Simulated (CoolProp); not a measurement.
C2F6 (R116) at several states: density (kg/m³) from the reference equation and from simpler models built on Tc = 19.9 °C, pc = 3048 kPa, ω = 0.257; each cubic takes its own stable root.

The numbers come from the reference Helmholtz-energy equation of state, Lemmon 2006 in CoolProp. It is a short technical equation, of lower accuracy than the large ones.

| T (°C) | p (kPa) | phase | reference | van der Waals | Soave-Redlich-Kwong |
|---|---|---|---|---|---|
| 60.35 | 7950 | supercritical | 805.6 | 723.6 | 724.5 |
| 130.45 | 11.4 | gas | 0.4690 | 0.4691 | 0.4690 |
| 41.25 | 2330 | gas | 161.0 | 160.6 | 160.7 |
